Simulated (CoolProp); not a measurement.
Values from CoolProp's reference Helmholtz-energy equation of state, Akasaka 2024.

Question: For R1132(E), give the phase and the Z, cp (kJ/(kg K)), expansivity (1/kK), fugacity coefficient at 63.15 °C and 6.5 MPa.

Answer: 
- 63.15 °C and 6.5 MPa: liquid; Z 0.191, cp 2.30, expansivity 7.93, fugacity coefficient 0.465
